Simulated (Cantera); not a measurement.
An isothermal, constant-pressure homogeneous reactor starts with CH₄ : H₂ = 1 : 19 (molar parts), at 1725 K and 12.0 Torr. Integrator tolerance rtol = 1e-08.

Model: GRI-Mech 3.0 (53 species, 325 reactions), integrated in Cantera. GRI-Mech 3.0 stops at C3 and has no aromatics, soot or wall deposition, so with more carbon than oxygen in the feed, carbon stays in small species such as C2H2 where larger ones or solid carbon would form. Radical loss at walls, strong at low pressure, is not modelled.

### Question
What does this change do: temperature 1725 to 1550 K?

### Answer
```json
[
 {"quantity": "x(CH₄) at 3.00 s", "before": "0.00376 (gas-phase equilibrium 0.000244)", "after": "0.0384 (gas-phase equilibrium 0.00118)"},
 {"quantity": "x(H₂) at 3.00 s", "before": "0.973 (gas-phase equilibrium 0.975)", "after": "0.956 (gas-phase equilibrium 0.975)"},
 {"quantity": "x(C₂H₂) at 3.00 s", "before": "0.0219 (gas-phase equilibrium 0.0237)", "after": "0.00537 (gas-phase equilibrium 0.0232)"},
 {"quantity": "x(CH₂) at 3.00 s", "before": "1.60e-7 (gas-phase equilibrium 1.17e-8)", "after": "2.67e-8 (gas-phase equilibrium 1.36e-9)"},
 {"quantity": "x(CH₃) at 3.00 s", "before": "0.000109 (gas-phase equilibrium 7.41e-6)", "after": "0.000159 (gas-phase equilibrium 6.07e-6)"}
]
```

### Question
What does this change do: CH4 1 to 3.7 parts?

### Answer
```csv
quantity,before,after
x(CH₄) at 3.00 s,0.00376 (gas-phase equilibrium 0.000244),0.00385 (gas-phase equilibrium 0.000390)
x(H₂) at 3.00 s,0.973 (gas-phase equilibrium 0.975),0.926 (gas-phase equilibrium 0.928)
x(C₂H₂) at 3.00 s,0.0219 (gas-phase equilibrium 0.0237),0.0683 (gas-phase equilibrium 0.0698)
x(CH₂) at 3.00 s,1.60e-7 (gas-phase equilibrium 1.17e-8),1.75e-7 (gas-phase equilibrium 1.97e-8)
x(CH₃) at 3.00 s,0.000109 (gas-phase equilibrium 7.41e-6),0.000116 (gas-phase equilibrium 1.21e-5)
```
